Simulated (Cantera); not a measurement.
An isothermal, constant-pressure homogeneous reactor starts with CH4 : H2 = 1 : 2 (molar parts), at 1473 K and 12.0 Torr.

Detailed kinetics in Cantera: GRI-Mech 3.0 (53 species, 325 reactions). GRI-Mech 3.0 stops at C3 and has no aromatics, soot or wall deposition, so with more carbon than oxygen in the feed, carbon stays in small species such as C2H2 where larger ones or solid carbon would form. Radical loss at walls, strong at low pressure, is not modelled.

Task: Predict: x(CH4) at 30.0 s; x(H2) at 30.0 s; x(CH3) at 30.0 s; x(C2H4) at 30.0 s; x(H) at 30.0 s; x(C2H) at 30.0 s; x(C2H2) at 30.0 s.

Result: 
| Item | Result |
|---|---|
| x(CH4) at 30.0 s | 0.100 (gas-phase equilibrium 0.00519) |
| x(H2) at 30.0 s | 0.812 (gas-phase equilibrium 0.872) |
| x(CH3) at 30.0 s | 0.000144 (gas-phase equilibrium 1.13e-5) |
| x(C2H4) at 30.0 s | 0.000631 (gas-phase equilibrium 0.000634) |
| x(H) at 30.0 s | 5.77e-5 (gas-phase equilibrium 9.40e-5) |
| x(C2H) at 30.0 s | 9.78e-9 (gas-phase equilibrium 2.10e-8) |
| x(C2H2) at 30.0 s | 0.0867 (gas-phase equilibrium 0.122) |
